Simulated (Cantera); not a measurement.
Equilibrium for chemical vapour transport: Fe₂O₃ + Cl₂ + N₂

A closed system holds: 1 mol Fe₂O₃, 0.022 mol Cl₂, 0.44 mol N₂, equilibrated at 3.40 bar.

Cantera equilibrium calculation (NASA polynomials, part measured and part estimated; ideal gas, pure solids and liquids). Candidate condensed phases: Fe, FeCl₂, FeCl₃, FeO, Fe₂O₃, Fe₃O₄; 19 gas species. Equilibrium is a limit: real reactors are often held back by kinetics, nucleation or transport.

```tsv
T (°C)	x N₂	x Cl₂	x O₂	x FeCl₂	x FeCl₃	n Fe₂O₃(s)
675	0.952	0.0452	0.00119	6.58e-6	0.00150	1.000
725	0.952	0.0437	0.00195	2.24e-5	0.00249	0.999
775	0.951	0.0416	0.00300	6.68e-5	0.00384	0.999
825	0.951	0.0388	0.00436	0.000178	0.00555	0.999
875	0.950	0.0355	0.00602	0.000427	0.00752	0.998
925	0.949	0.0318	0.00794	0.000933	0.00960	0.998
975	0.948	0.0278	0.0101	0.00187	0.0115	0.997
1025	0.946	0.0236	0.0124	0.00345	0.0131	0.996
1075	0.944	0.0196	0.0148	0.00589	0.0139	0.995
1125	0.941	0.0158	0.0174	0.00932	0.0139	0.995
1175	0.938	0.0124	0.0199	0.0137	0.0130	0.994
1225	0.935	0.00932	0.0224	0.0187	0.0114	0.993
1275	0.931	0.00677	0.0247	0.0239	0.00932	0.992
```
x: gas mole fraction; n: condensed amount in mol.

From 675 °C to 1275 °C the condensed part is Fe₂O₃(s). The main Fe-bearing gas is FeCl₃ at 675 °C and FeCl₂ at 1275 °C.
